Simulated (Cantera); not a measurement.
Input: 1 mol Si, 0.45 mol H2O, 29 mol N2, equilibrated at 60.0 Pa.

Method: chemical equilibrium by Gibbs-energy minimisation in Cantera with the NASA 1993 tables (ideal gas, pure condensed phases). Candidate condensed phases: H2O, Si, SiO2, Si2N2O, Si3N4; 35 gas species. N2 is the only nitrogen source here; it is nearly inert below about 1500 K, so the nitride shown seldom forms there in practice. Mutual solubility and eutectic melting of coexisting phases are not modelled. The tables' values for SiN are old estimates; treat these amounts as uncertain. Kinetics and transport are ignored.

log p: log10 of the partial pressure in bar; n: condensed amount in mol.

| T (K) | log p N2 | log p H2 | log p SiO | log p Si | log p H | n Si2N2O(s) | n Si3N4(s) | n Si(l) |
|---|---|---|---|---|---|---|---|---|
| 1025 | -3.23 | -5.03 | <-15 | <-15 | -10.88 | 0.450 | 0.0333 | 0 |
| 1100 | -3.23 | -5.03 | -13.79 | <-15 | -10.10 | 0.450 | 0.0333 | 0 |
| 1175 | -3.23 | -5.03 | ? | <-15 | ? | 0.450 | 0.0333 | 0 |
| 1250 | -3.23 | -5.03 | -10.47 | -13.53 | -8.83 | 0.450 | 0.0333 | 0 |
| 1325 | -3.23 | -5.03 | -9.09 | -11.89 | -8.30 | 0.450 | 0.0333 | 0 |
| 1400 | -3.23 | -5.03 | -7.87 | -10.43 | -7.83 | 0.449 | 0.0336 | 0 |
| 1475 | -3.23 | -5.03 | ? | ? | ? | 0.442 | 0.0361 | 0 |
| 1550 | -3.23 | -5.03 | -5.78 | -7.93 | -7.02 | 0.370 | 0.0599 | 0 |
| 1625 | -3.24 | -5.04 | -5.04 | -6.86 | -6.67 | 0 | 0.181 | 0 |
| 1700 | -3.24 | -5.06 | -5.04 | -6.17 | -6.36 | 0 | 0 | 0.513 |
| 1775 | -3.24 | -5.07 | -5.05 | -5.66 | -6.07 | 0 | 0 | 0.433 |

Task: Fill in the missing entries.

Result: 
- 1175, log p SiO: -12.02
- 1175, log p H: -9.43
- 1475, log p SiO: -6.77
- 1475, log p Si: -9.12
- 1475, log p H: -7.40
